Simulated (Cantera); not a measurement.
Charge: 1 mol Si, 2.8 mol CO, 170 mol H2, equilibrated at 0.100 bar.

Method: chemical equilibrium by Gibbs-energy minimisation in Cantera with the NASA 1993 tables (ideal gas, pure condensed phases). Candidate condensed phases: C, C6H6, C7H8, C8H18, H2O, Si, SiC, SiO2; 123 gas species. Mutual solubility and eutectic melting of coexisting phases are not modelled. The tables hold silica as quartz up to 1696 K and as liquid above; real silica turns to tridymite and cristobalite and melts near 1996 K. Rates play no part.

Question: Which condensed phases are stable at each of these points (T (°C)): 1100, 1175, 1250, 1325, 1400, 1475, 1550?

Answer: 
```
T (°C)         condensed phases  Si condensed (%)
------  -----------------------  ----------------
1100    SiC(s) + SiO2(β-quartz)              99.4
1175    SiC(s) + SiO2(β-quartz)              94.9
1250    SiC(s) + SiO2(β-quartz)              64.8
1325                     SiC(s)              49.9
1400                     SiC(s)              49.9
1475                     SiC(s)              49.8
1550                     SiC(s)              49.7
```

From 1100 °C to 1250 °C the condensed part is SiC(s) + SiO2(β-quartz). From 1325 °C to 1550 °C the condensed part is SiC(s).
